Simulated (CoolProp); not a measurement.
A Linde-Hampson liquefier for methane: isothermal reversible compression at 280 K from 1 atm to 15 MPa, throttling to 1 atm, return gas leaving the recuperator 10 K below the feed. Each further row changes one setting.

Values from CoolProp's reference Helmholtz-energy equation of state, Setzmann 1991.

```
case                        liquid yield per pass  compression work (kJ/kg of gas)
--------------------------  ---------------------  -------------------------------
as stated                                       ?                              682
high pressure 30 MPa                            ?                                ?
warm-end temperature 310 K                      ?                                ?
warm-end gap 15 K                               ?                              682
```

### Question
What belongs in the gaps?

### Answer

- as stated, liquid yield per pass: 0.176
- high pressure 30 MPa, liquid yield per pass: 0.259
- high pressure 30 MPa, compression work (kJ/kg of gas): 763
- warm-end temperature 310 K, liquid yield per pass: 0.121
- warm-end temperature 310 K, compression work (kJ/kg of gas): 772
- warm-end gap 15 K, liquid yield per pass: 0.165
